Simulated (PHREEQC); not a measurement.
Dissolve 170 mmol/kgw Na2CO3, 1.9 mmol/kgw NaHCO3 and 0.037 mmol/kgw NaCl at 25 °C. Closed to the air; pH follows from the charge balance.

Computed with PHREEQC (ion-association model, phreeqc.dat).

| quantity | before | after |
|---|---|---|
| pH | 11.18 | 11.16 |
| ionic strength (mol/kgw) | 0.325 | 0.180 |
| Na+ (mol/kgw) | 0.249 | 0.134 |
| NaCO3- (mol/kgw) | 0.0921 | 0.0369 |
| CO3-2 (mol/kgw) | 0.0756 | 0.0460 |
| HCO3- (mol/kgw) | 0.00392 | 0.00288 |
| SI of Halite (NaCl) | -6.91 | -7.44 |

Problem. Which change was made?
A) diluted 100-fold with water
B) Na2CO3 from 0.17 to 0.187 mol/kgw
C) NaHCO3 left out
D) diluted 2-fold with water

Solution. D, diluted 2-fold with water

This is a speciation only: nothing precipitates in the calculation.
